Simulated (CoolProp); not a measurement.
Water along the isotherm 1000 K: density (kg/m³) from the reference equation and from simpler models built on Tc = 647.1 K, pc = 22.06 MPa, ω = 0.344; each cubic takes its own stable root.

Computed with CoolProp (reference Helmholtz-energy equation of state, Wagner 2002).

```tsv
p (MPa)	phase	reference	ideal gas	van der Waals	Redlich-Kwong	Peng-Robinson
4.24	gas	9.288	9.187	9.360	9.344	9.306
8.49	gas	18.81	18.40	19.11	19.03	18.86
12.7	gas	28.45	27.52	29.14	28.94	28.54
17	gas	38.53	36.83	39.82	39.39	38.63
21.2	gas	48.60	45.93	50.67	49.92	48.65
25.5	supercritical	59.14	55.25	62.24	61.01	59.07
29.7	supercritical	69.66	64.35	73.99	72.14	69.36
33.9	supercritical	80.40	73.45	86.19	83.52	79.75
38.2	supercritical	91.63	82.77	99.09	95.41	90.45
42.4	supercritical	102.8	91.87	112.1	107.2	100.9
46.7	supercritical	114.4	101.2	125.6	119.4	111.7
50.9	supercritical	126.0	110.3	138.9	131.4	122.1
55.2	supercritical	137.9	119.6	152.5	143.7	132.8
```
